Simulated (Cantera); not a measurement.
An isothermal, constant-pressure homogeneous reactor starts with CH4 : CO2 = 1 : 0.68 (molar parts), at 1250 K and 1800000 Pa. Integrator tolerance rtol = 1e-08.

Computed with Cantera and GRI-Mech 3.0 (53 species, 325 reactions). The pressure lies above the range GRI-Mech 3.0 was tuned for (to about 10 atm).

What does this change do: temperature 1250 to 1675 K?


```json
[
 {"quantity": "x(CH4) at 6.00 s", "before": "0.551 (gas-phase equilibrium 0.130)", "after": "0.0817 (gas-phase equilibrium 0.0799)"},
 {"quantity": "x(CO2) at 6.00 s", "before": "0.391 (gas-phase equilibrium 0.00834)", "after": "0.000666 (gas-phase equilibrium 3.40e-5)"},
 {"quantity": "x(H) at 6.00 s", "before": "6.31e-9 (gas-phase equilibrium 7.37e-8)", "after": "1.88e-5 (gas-phase equilibrium 1.89e-5)"},
 {"quantity": "x(CH3) at 6.00 s", "before": "2.28e-6 (gas-phase equilibrium 4.50e-7)", "after": "6.69e-5 (gas-phase equilibrium 6.52e-5)"},
 {"quantity": "x(O2) at 6.00 s", "before": "<1e-12 (gas-phase equilibrium <1e-12)", "after": "<1e-12 (gas-phase equilibrium <1e-12)"},
 {"quantity": "x(H2O) at 6.00 s", "before": "0.00592 (gas-phase equilibrium 0.0123)", "after": "0.00235 (gas-phase equilibrium 0.000121)"},
 {"quantity": "x(HO2) at 6.00 s", "before": "<1e-12 (gas-phase equilibrium <1e-12)", "after": "<1e-12 (gas-phase equilibrium <1e-12)"}
]
```
